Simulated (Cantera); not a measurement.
An isothermal, constant-pressure homogeneous reactor starts with C₂H₆ : H₂ = 1 : 32 (molar parts), at 1498 K and 1.40 bar. Integrator tolerance rtol = 1e-08.

Model: GRI-Mech 3.0 (53 species, 325 reactions), integrated in Cantera. GRI-Mech 3.0 stops at C3 and has no aromatics, soot or wall deposition, so with more carbon than oxygen in the feed, carbon stays in small species such as C2H2 where larger ones or solid carbon would form.

What does this change do: pressure from 1.40 bar to 0.00960 bar?


| quantity | before | after |
|---|---|---|
| x(C₂H₆) at 200 s | 1.03e-5 (gas-phase equilibrium 1.03e-5) | 4.97e-8 (gas-phase equilibrium 6.10e-9) |
| x(H₂) at 200 s | 0.943 (gas-phase equilibrium 0.943) | 0.968 (gas-phase equilibrium 0.971) |
| x(C₂H) at 200 s | 6.57e-11 (gas-phase equilibrium 6.57e-11) | 8.35e-9 (gas-phase equilibrium 9.29e-9) |
| x(C₂H₂) at 200 s | 0.00235 (gas-phase equilibrium 0.00235) | 0.0259 (gas-phase equilibrium 0.0279) |
| x(C₂H₄) at 200 s | 0.000892 (gas-phase equilibrium 0.000892) | 7.04e-5 (gas-phase equilibrium 7.47e-5) |
| x(CH₄) at 200 s | 0.0537 (gas-phase equilibrium 0.0537) | 0.00553 (gas-phase equilibrium 0.00133) |
Radical loss at walls, strong at low pressure, is not modelled.
